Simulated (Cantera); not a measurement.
A closed system holds: 1 mol SiC, a varied amount of N2O, 680 mol N2, 0.079 mol CO2, held at 1450 °C and 0.00133 bar.

Cantera equilibrium calculation (NASA polynomials, part measured and part estimated; ideal gas, pure solids and liquids). Candidate condensed phases: C, Si, SiC, SiO2, Si2N2O, Si3N4; 34 gas species. The tables hold silica as quartz up to 1696 K and as liquid above; real silica turns to tridymite and cristobalite and melts near 1996 K. Equilibrium is a limit: real reactors are often held back by kinetics, nucleation or transport.

Question: Which condensed phases are stable at each of these points (n(N2O) (mol)): 0.031, 0.05, 0.081, 0.13, 0.21, 0.34, 0.55, 0.89, 1.4, 2.3?

Answer: 
```json
[
 {"n(N2O) (mol)": "0.031", "condensed phases": "SiC(s)", "Si condensed (%)": "91.7"},
 {"n(N2O) (mol)": "0.05", "condensed phases": "SiC(s)", "Si condensed (%)": "90.6"},
 {"n(N2O) (mol)": "0.081", "condensed phases": "SiC(s)", "Si condensed (%)": "88.7"},
 {"n(N2O) (mol)": "0.13", "condensed phases": "SiC(s)", "Si condensed (%)": "85.9"},
 {"n(N2O) (mol)": "0.21", "condensed phases": "SiC(s)", "Si condensed (%)": "81.4"},
 {"n(N2O) (mol)": "0.34", "condensed phases": "SiC(s)", "Si condensed (%)": "74.4"},
 {"n(N2O) (mol)": "0.55", "condensed phases": "SiC(s)", "Si condensed (%)": "63.4"},
 {"n(N2O) (mol)": "0.89", "condensed phases": "SiC(s)", "Si condensed (%)": "46.0"},
 {"n(N2O) (mol)": "1.4", "condensed phases": "SiC(s)", "Si condensed (%)": "20.1"},
 {"n(N2O) (mol)": "2.3", "condensed phases": "SiO2(condensed)", "Si condensed (%)": "28.5"}
]
```

From 0.031 mol N2O to 1.4 mol N2O the condensed part is SiC(s). At 2.3 mol N2O the condensed part is SiO2(condensed).
